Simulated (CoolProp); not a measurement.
Vapour-liquid equilibrium of CHF3 (R23) (1) + R113 (2) at 265.2 K; x and y are mole fractions of (1).

The numbers come from the multi-fluid Helmholtz-energy mixture model, Penoncello 2003 and Marx 1992; pair parameters Bell 2016 in CoolProp.

**Question.** Give the bubble pressure and the first vapour's composition at x = 0.25, 0.65, 0.75. Is there an azeotrope?

**Answer.** x = 0.25: 8.777 bar, y = 0.987; x = 0.65: 15.12 bar, y = 0.992; x = 0.75: 15.86 bar, y = 0.993. No azeotrope shows between x = 0.05 and 0.95.

Pair parameters are fitted to limited data, so mixtures are less certain than the pure fluids. The gap from Raoult's law changes sign with composition, which may be real or a fault of the pair parameters; it wasn't checked against measurements. With so large a gap from Raoult's law the liquid may split in two, which this calculation doesn't test in full.
